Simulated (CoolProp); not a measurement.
CH3F (R41) along the isobar 76.1 bar: density (kg/m³) from the reference equation and from simpler models built on Tc = 317.3 K, pc = 59.06 bar, ω = 0.200; each cubic takes its own stable root.

The numbers come from the reference Helmholtz-energy equation of state, Lemmon 2006 in CoolProp. It is a short technical equation, of lower accuracy than the large ones.

```csv
T (K),phase,reference
293.6,liquid,636.9
308.2,liquid,570.7
322.8,supercritical,455.6
337.4,supercritical,210.9
352,supercritical,154.0
366.6,supercritical,129.8
381.2,supercritical,114.9
395.8,supercritical,104.3
410.4,supercritical,96.21
425,supercritical,89.71
```

Q: How far does each simpler model (van der Waals, Redlich-Kwong, Soave-Redlich-Kwong, Peng-Robinson) lie from the reference over these 10 states: mean and median of the absolute difference, and the worst?

A: 
- van der Waals: mean 13.8 %, median 2.4 %, worst -43.3 % at 293.6 K and 76.1 bar
- Redlich-Kwong: mean 9.2 %, median 2.2 %, worst -27.1 % at 308.2 K and 76.1 bar
- Soave-Redlich-Kwong: mean 12.7 %, median 7.5 %, worst -28.3 % at 322.8 K and 76.1 bar
- Peng-Robinson: mean 7.3 %, median 3.0 %, worst -21.5 % at 322.8 K and 76.1 bar
